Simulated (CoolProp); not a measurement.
Vapour-liquid equilibrium of isobutene (1) + n-butane (2) at 5.83 bar; x and y are mole fractions of (1).

Values from CoolProp's multi-fluid Helmholtz-energy mixture model, Lemmon 2005 and Bücker 2006; pair parameters Bell 2016.

```json
[
 {"x": "0.05", "bubble temperature (K)": "328.9", "y at the bubble point": "0.061", "dew temperature at overall composition x (K)": "329.0", "liquid density (mol/L)": "9.225"},
 {"x": "0.15", "bubble temperature (K)": "327.9", "y at the bubble point": "0.177", "dew temperature at overall composition x (K)": "328.1", "liquid density (mol/L)": "9.297"},
 {"x": "0.25", "bubble temperature (K)": "326.9", "y at the bubble point": "0.287", "dew temperature at overall composition x (K)": "327.3", "liquid density (mol/L)": "9.371"},
 {"x": "0.35", "bubble temperature (K)": "326.0", "y at the bubble point": "0.392", "dew temperature at overall composition x (K)": "326.4", "liquid density (mol/L)": "9.444"},
 {"x": "0.45", "bubble temperature (K)": "325.2", "y at the bubble point": "0.493", "dew temperature at overall composition x (K)": "325.6", "liquid density (mol/L)": "9.518"},
 {"x": "0.55", "bubble temperature (K)": "324.4", "y at the bubble point": "0.591", "dew temperature at overall composition x (K)": "324.8", "liquid density (mol/L)": "9.594"},
 {"x": "0.65", "bubble temperature (K)": "323.7", "y at the bubble point": "0.686", "dew temperature at overall composition x (K)": "324.0", "liquid density (mol/L)": "9.670"},
 {"x": "0.75", "bubble temperature (K)": "323.0", "y at the bubble point": "0.778", "dew temperature at overall composition x (K)": "323.2", "liquid density (mol/L)": "9.747"},
 {"x": "0.85", "bubble temperature (K)": "322.3", "y at the bubble point": "0.868", "dew temperature at overall composition x (K)": "322.5", "liquid density (mol/L)": "9.825"},
 {"x": "0.95", "bubble temperature (K)": "321.7", "y at the bubble point": "0.957", "dew temperature at overall composition x (K)": "321.7", "liquid density (mol/L)": "9.904"}
]
```

No azeotrope shows between x = 0.05 and 0.95.

The pair parameters rest on a limited set of measurements; away from them the model extrapolates.
